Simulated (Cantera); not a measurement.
Feed: 1 mol Cu2O, a varied amount of CO, 0.51 mol H2, at 2423 K and 1400 Pa.

Method: chemical equilibrium by Gibbs-energy minimisation in Cantera with the NASA 1993 tables (ideal gas, pure condensed phases). Candidate condensed phases: C, C6H6, C7H8, C8H18, Cu, CuO, Cu(OH)2, Cu2O, H2O; 113 gas species. Kinetics and transport are ignored.

Task: At 4.3 mol CO, list the 7 most abundant gas species with their mole fractions, and the condensed phases.

Result: CO 0.518, Cu 0.288, CO2 0.101, H2O 0.0314, H2 0.0270, H 0.0246, OH 0.00541. Condensed: gas only.
